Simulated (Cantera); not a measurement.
Cantera run:

```python
import numpy as np
import cantera as ct

gas_names = """
    H H2 H2S Pb PbS Pb2 S SH S2 S8
""".split()
cond_names = """
    Pb(cr) Pb(L) PbS(s) PbS(L) S(cr1) S(cr2) S(L)
""".split()


# ... load() reads the species with a 1 bar reference pressure and builds the phases ...
atoms = {
    'PbS': {'Pb': 1, 'S': 1},
    'H2': {'H': 2},
}
top_T = {}  # K; cautious upper limits of use, not melting points


# ... equilibrate(T, P, feed) seeds the gas with the atoms and calls Mixture.equilibrate('TP', solver="vcs", rtol=1e-11, max_steps=5000) ...
results = []
feed = {'PbS': 1, 'H2': 1000}  # mol
P = 2800  # Pa
for T in [600, 625, 650, 675, 700, 725, 750]:
    mix = equilibrate(T, P, feed)
    results.append((T, P, feed, dict(zip(mix.species_names, mix.species_moles))))

top = {s: max(r[3][s] / sum(r[3][g] for g in gas_names) for r in results) for s in gas_names}
cols = sorted((s for s in top if top[s] > 0.001), key=lambda s: -top[s])[:7]
seen = [c for c in cond_names if any(r[3].get(c, 0) > 1e-12 for r in results)]
print("log10 of partial pressures in bar; condensed amounts in mol")
print(f"{'T/K':>10s}" + "".join(f"{s[:9]:>10s}" for s in cols + seen))
for T, P, feed, n in results:
    ng = sum(n[g] for g in gas_names)
    print(f"{T:10.4g}" + "".join(f"{np.log10(max(n[s] / ng * P / 1e5, 1e-99)):10.3f}" for s in cols)
          + "".join(f"{n.get(c, 0):10.4g}" for c in seen))
```

Output:

```
log10 of partial pressures in bar; condensed amounts in mol
       T/K        H2    Pb(cr)     Pb(L)    PbS(s)
       600    -1.553   0.03909         0    0.9609
       625    -1.553         0   0.07289    0.9271
       650    -1.553         0    0.1294    0.8706
       675    -1.553         0    0.2196    0.7804
       700    -1.553         0    0.3582    0.6417
       725    -1.553         0    0.5638    0.4359
       750    -1.553         0    0.8596    0.1397
```

Method: chemical equilibrium by Gibbs-energy minimisation in Cantera with the NASA 1993 tables (ideal gas, pure condensed phases).
